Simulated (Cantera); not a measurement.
Thermodynamics of fluorocarbon and chlorocarbon gases, feed c-C4F8 + HCl

A closed system holds: 1 mol c-C4F8, 1.7 mol HCl, equilibrated at 0.285 Torr.

Cantera equilibrium calculation (NASA polynomials, part measured and part estimated; ideal gas, pure solids and liquids). Candidate condensed phases: C, C6H6, C7H8, C8H18; 118 gas species. The feed counts by its element totals alone. Gases not in the tables: C2F6 and larger saturated fluorocarbons. The numbers say what is thermodynamically allowed, not how fast it happens.

From 1025 °C to 1725 °C the condensed part is C(graphite). The main C-bearing gas is CF4 at 1025 °C and CF2 at 1725 °C.

| T (°C) | log p CF4 | log p HF | log p Cl | log p F | log p CF2 | log p Cl2 | log p HCl | log p CF3 | n C(graphite) |
|---|---|---|---|---|---|---|---|---|---|
| 1025 | -3.87 | -3.88 | -4.17 | -8.39 | -7.82 | -4.51 | -4.88 | -8.63 | 2.38 |
| 1125 | -3.90 | -3.89 | -3.99 | -7.48 | -7.03 | -4.87 | -5.21 | -8.00 | 2.40 |
| 1225 | -3.91 | -3.89 | -3.92 | -6.70 | -6.34 | -5.36 | -5.58 | -7.45 | 2.41 |
| 1325 | -3.92 | -3.89 | -3.90 | -6.01 | -5.73 | -5.87 | -5.95 | -6.96 | 2.41 |
| 1425 | -3.94 | -3.89 | -3.90 | -5.40 | -5.21 | -6.35 | -6.29 | -6.54 | 2.39 |
| 1525 | -3.99 | -3.91 | -3.91 | -4.87 | -4.76 | -6.81 | -6.61 | -6.19 | 2.35 |
| 1625 | -4.13 | -3.95 | -3.95 | -4.42 | -4.40 | -7.27 | -6.92 | -5.95 | 2.26 |
| 1725 | -4.46 | -4.01 | -4.01 | -4.07 | -4.19 | -7.76 | -7.22 | -5.89 | 2.22 |
log p: log10 of the partial pressure in bar; n: condensed amount in mol.
